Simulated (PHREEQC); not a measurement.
Consider water at 51 °C with 0.0048 mol TMAH, 3.2e-05 mol H3BO3 and 0.00022 mol Na2CO3 per kg of water. Closed to the air; pH follows from the charge balance.

Equilibrium calculation in PHREEQC: ion-association model, phreeqc.dat.

Precipitation was switched off in this run.

**Question.** Estimate the pH.

**Answer.** pH 10.88.

**Question.** In which forms is C present?

**Answer.** CO3-2 85 %, HCO3- 13 %, NaCO3- 1.7 % of the C.

(CH3)4N+ isn't in the database: it is added as a free cation with an ion size of 4 Å. Away from 25 °C the constants follow the database's enthalpies or fits; those with neither stay at their 25 °C values.
